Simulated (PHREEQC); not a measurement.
PHREEQC input (ion-association model, wateq4f.dat):

```
SOLUTION_MASTER_SPECIES
  An  An-  0  An  62.0  # stands for a non-complexing anion
SOLUTION_SPECIES
  An- = An-
    -log_k 0
    -gamma 3.0 0
PHASES
  Fix_H+
    H+ = H+
    -log_k 0
SOLUTION 1
  temp 25
  units mmol/kgw
  pH 7 charge
  Cl 0.22
  Mg 0.11
  Na 1
  An 1
END
SELECTED_OUTPUT 1
  -reset false
  -pH true
  -pe true
  -ionic_strength true
  -water true
  -totals Cl Mg Na
  -molalities Hfo_wOH Hfo_wOH2+ Hfo_wO- Hfo_sOH Hfo_sOH2+ Hfo_sO- Hfo_wOMg+
  -saturation_indices Brucite Halite
USER_PUNCH 1
  -headings sigma psi
  10 PUNCH EDL("sigma", "Hfo"), EDL("psi", "Hfo")
PRINT
  -reset false
USE solution 1
SURFACE 1
  Hfo_wOH 0.00119101 600 0.53
  Hfo_sOH 2.97753e-05
EQUILIBRIUM_PHASES 1
  Fix_H+ -4 HAn 10
    -force_equality true
  O2(g) -0.68 10
END
# ... the last block is repeated for the other 16 points of pH, with NaOH or the acid as the point needs
```

Selected output (columns that matter, 14 of 17 rows; pH added in front):

```
pH	mu	Mg	Na	m_Hfo_wOH	m_Hfo_wOH2+	m_Hfo_wO-	m_Hfo_sOH	m_Hfo_sOH2+	m_Hfo_sO-	m_Hfo_wOMg+	si_Brucite	si_Halite	sigma	psi
4	0.0016524	0.00011	0.001	0.00071375	0.00045141	2.5853e-05	1.7844e-05	1.1285e-05	6.4634e-07	5.3584e-12	-12.876	-8.2789	0.13236	0.20639
4.5	0.0015091	0.00011	0.001	0.00081413	0.000331	4.5873e-05	2.0353e-05	8.2751e-06	1.1468e-06	3.958e-11	-11.872	-8.2773	0.088683	0.18817
5	0.001435	0.00011	0.001	0.0008695	0.00025308	6.8435e-05	2.1737e-05	6.327e-06	1.7109e-06	3.0381e-10	-10.871	-8.2764	0.057429	0.16718
6	0.0013664	0.00010998	0.001	0.00090766	0.00017624	0.00010709	2.2692e-05	4.406e-06	2.6773e-06	2.1232e-08	-8.8692	-8.2755	0.021513	0.11842
6.5	0.0013503	0.00010981	0.001	0.00091191	0.00015936	0.00011955	2.2802e-05	3.9846e-06	2.9891e-06	1.9186e-07	-7.8694	-8.2753	0.012441	0.091549
7	0.001336	0.00010824	0.001	0.00091234	0.00014853	0.00012838	2.2842e-05	3.7187e-06	3.2143e-06	1.7639e-06	-6.8754	-8.2751	0.0068007	0.063791
7.5	0.0013107	9.5786e-05	0.001018	0.00090333	0.00013505	0.00013842	2.2856e-05	3.4171e-06	3.5022e-06	1.4214e-05	-5.9278	-8.2671	0.0032671	0.036401
8.5	0.0012357	1.0694e-05	0.0012054	0.00082318	8.4233e-05	0.00018429	2.2451e-05	2.2974e-06	5.0263e-06	9.9306e-05	-4.8785	-8.1927	-0.0010557	-0.013014
9	0.0012377	1.2794e-06	0.0012398	0.00081032	7.7256e-05	0.00019471	2.2293e-05	2.1254e-06	5.3567e-06	0.00010872	-4.8017	-8.1805	-0.00363	-0.040775
9.5	0.0012654	1.3831e-07	0.0012772	0.00080466	7.2836e-05	0.00020365	2.2161e-05	2.0059e-06	5.6085e-06	0.00010986	-4.7715	-8.168	-0.0074503	-0.069019
10	0.001347	1.5525e-08	0.0013697	0.00079643	6.6682e-05	0.00021791	2.1936e-05	1.8367e-06	6.0021e-06	0.00010998	-4.7327	-8.1387	-0.013779	-0.096594
11	0.0023557	3.3442e-10	0.0024348	0.00073748	4.1214e-05	0.00030231	2.0313e-05	1.1352e-06	8.3268e-06	0.00011	-4.5237	-7.8996	-0.048032	-0.14536
11.5	0.0047881	1.0401e-10	0.0049436	0.00062916	2.105e-05	0.00043079	1.733e-05	5.7981e-07	1.1866e-05	0.00011	-4.232	-7.6101	-0.094378	-0.16176
12	0.012762	8.6998e-11	0.01305	0.00040152	5.4798e-06	0.00067399	1.106e-05	1.5094e-07	1.8564e-05	0.00011	-3.6478	-7.224	-0.17506	-0.1683
```
